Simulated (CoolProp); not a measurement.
Model: reference Helmholtz-energy equation of state, Platzer 1990, in CoolProp. This equation is an older, rougher fit.

Q: For CF4 (R14), give the phase and the cv (kJ/(kg K)), speed of sound (m/s), viscosity (µPa s), Prandtl number at 297.2 K and 101 kPa.

A: 
- 297.2 K and 101 kPa: gas; cv 0.599, speed of sound 180, viscosity 17.2, Prandtl number 0.750

Viscosity comes from a separate model (Huber 2003), an estimate that may be off by 10 % or more. Thermal conductivity comes from a separate model (Huber 2003), an estimate that may be off by 10 % or more.
